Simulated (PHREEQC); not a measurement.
A column of 0.1 m (40 cells, dispersivity 0.0035 m, 60 s a shift, diffusion coefficient 3e-10 m²/s) holds 0.032 eq of the database's cation exchanger X per kg of pore water, first in equilibrium with 5.9 mmol/kgw KBr and 0.01 mmol/kgw HCl. It is flushed with 0.019 mol KCl, 0.0017 mol NaCl and 1e-05 mol HCl per kg of water, at 25 °C. Values are for the last cell. The system is closed to CO2. Nothing may precipitate in this run.

Base run: PHREEQC, ion-association model, phreeqc.dat. Each further column changes one thing. The table gives Br in solution (mol/kgw).

| pore volumes | base | exchange capacity from 0.032 to 0.016 eq/kgw | dispersivity from 0.0035 to 0.007 m |
|---|---|---|---|
| 0 | 0.00590 | 0.00590 | 0.00590 |
| 0.8125 | 0.00440 | 0.00440 | ___ |
| 1.613 | 0.000147 | 0.000147 | ___ |
| 2.212 | 3.78e-6 | 3.78e-6 | 4.54e-5 |
| 3.013 | 1.83e-8 | 1.83e-8 | ___ |
| 3.812 | 7.25e-11 | 7.25e-11 | ___ |
| 4.412 | 1.08e-12 | 1.08e-12 | ___ |
| 5.213 | 0 | 0 | ___ |
| 6.013 | 0 | 0 | ___ |

### Question
Complete the blanks.

### Answer

- 0.8125, dispersivity from 0.0035 to 0.007 m: 0.00386
- 1.613, dispersivity from 0.0035 to 0.007 m: 0.000388
- 3.013, dispersivity from 0.0035 to 0.007 m: 2.26e-6
- 3.812, dispersivity from 0.0035 to 0.007 m: 1.07e-7
- 4.412, dispersivity from 0.0035 to 0.007 m: 1.07e-8
- 5.213, dispersivity from 0.0035 to 0.007 m: 4.93e-10
- 6.013, dispersivity from 0.0035 to 0.007 m: 2.28e-11
